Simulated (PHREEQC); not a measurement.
Dissolve 23 mmol/kgw HCl, 31 mmol/kgw CuSO4 and 140 mmol/kgw MnSO4 at 25 °C. Closed to the air; pH follows from the charge balance.

Computed with PHREEQC (ion-association model, phreeqc.dat).

```
quantity                  before   after
------------------------  ------  ------
pH                          2.21    2.45
ionic strength (mol/kgw)   0.364   0.304
SO4-2 (mol/kgw)           0.0787  0.0624
MnSO4 (mol/kgw)           0.0624  0.0761
Cl- (mol/kgw)             0.0210  0.0204
```

Question: What was changed between the two runs?
(A) temperature from 25 to 65 °C
(B) MnSO4 from 0.14 to 0.014 mol/kgw
(C) temperature from 25 to 30 °C
(D) diluted 10-fold with water

Answer: A, temperature from 25 to 65 °C

No solid was allowed to form. At this temperature some constants are extrapolated from 25 °C, and those without enthalpy data are left unchanged.
